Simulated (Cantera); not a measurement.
Source: NASA polynomial tables (part measured, part estimated), evaluated in Cantera. Values are per mole of reaction as written; species without (g) are pure solids or liquids, kept so even where they would boil at 1 bar.

2 Cr₂O₃ + 3 N₂(g) ⇌ 4 Cr + 6 NO(g), with ΔH° = 2817.7 kJ and ΔS° = 624.2 J/K at 300 K.

Question: How far is the shortcut ΔG° ≈ ΔH°(300 K) − T·ΔS°(300 K) from the full temperature-dependent value at 1648, 1723, 1798, 1873, 1948, 2023, 2098, 2173, 2248, 2323, 2398 K?

Answer: 
```json
[
 {"T (K)": "1648", "shortcut (kJ)": "1789.1", "full (kJ)": "1835.4", "difference (kJ)": "-46.3", "difference in log10 K": "1.47", "condensed phases": "Cr₂O₃(s), Cr(s)"},
 {"T (K)": "1723", "shortcut (kJ)": "1742.3", "full (kJ)": "1791.7", "difference (kJ)": "-49.4", "difference in log10 K": "1.50", "condensed phases": "Cr₂O₃(s), Cr(s)"},
 {"T (K)": "1798", "shortcut (kJ)": "1695.4", "full (kJ)": "1747.9", "difference (kJ)": "-52.4", "difference in log10 K": "1.52", "condensed phases": "Cr₂O₃(s), Cr(s)"},
 {"T (K)": "1873", "shortcut (kJ)": "1648.6", "full (kJ)": "1704.0", "difference (kJ)": "-55.4", "difference in log10 K": "1.54", "condensed phases": "Cr₂O₃(s), Cr(s)"},
 {"T (K)": "1948", "shortcut (kJ)": "1601.8", "full (kJ)": "1660.0", "difference (kJ)": "-58.2", "difference in log10 K": "1.56", "condensed phases": "Cr₂O₃(s), Cr(s)"},
 {"T (K)": "2023", "shortcut (kJ)": "1555.0", "full (kJ)": "1615.9", "difference (kJ)": "-60.9", "difference in log10 K": "1.57", "condensed phases": "Cr₂O₃(s), Cr(s)"},
 {"T (K)": "2098", "shortcut (kJ)": "1508.2", "full (kJ)": "1571.7", "difference (kJ)": "-63.5", "difference in log10 K": "1.58", "condensed phases": "Cr₂O₃(s), Cr(s)"},
 {"T (K)": "2173", "shortcut (kJ)": "1461.4", "full (kJ)": "1525.7", "difference (kJ)": "-64.3", "difference in log10 K": "1.55", "condensed phases": "Cr₂O₃(s), Cr(l)"},
 {"T (K)": "2248", "shortcut (kJ)": "1414.6", "full (kJ)": "1478.4", "difference (kJ)": "-63.9", "difference in log10 K": "1.48", "condensed phases": "Cr₂O₃(s), Cr(l)"},
 {"T (K)": "2323", "shortcut (kJ)": "1367.8", "full (kJ)": "1431.2", "difference (kJ)": "-63.5", "difference in log10 K": "1.43", "condensed phases": "Cr₂O₃(s), Cr(l)"},
 {"T (K)": "2398", "shortcut (kJ)": "1320.9", "full (kJ)": "1384.0", "difference (kJ)": "-63.1", "difference in log10 K": "1.37", "condensed phases": "Cr₂O₃(s), Cr(l)"}
]
```
The shortcut ignores heat capacities and the phase changes listed.
